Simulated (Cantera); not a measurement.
An adiabatic, constant-pressure homogeneous reactor starts with CO : H₂ : O₂ : N₂ = 1 : 0.55 : 1.02 : 12.2 (molar parts), at 1650 K and 10.0 bar.

Computed with Cantera and GRI-Mech 3.0 (53 species, 325 reactions). The hydrogen kinetics of GRI-Mech 3.0 are dated; newer H2 mechanisms differ, most at raised pressure.

One state of this run: T (K) = 2293; x CO = 0.0129; x H₂ = 0.00117; x O₂ = 0.0227; x O = 0.00170; x CO₂ = 0.0579; x N₂O = 1.92e-6; x NO = 0.000112. x: mole fraction; the columns are a selection and need not sum to one.

**Question.** Which value of t (s) does it belong to?
A. 3.30e-5
B. 7.00e-6
C. 0.000732
D. 8.00

**Answer.** A, 3.30e-5
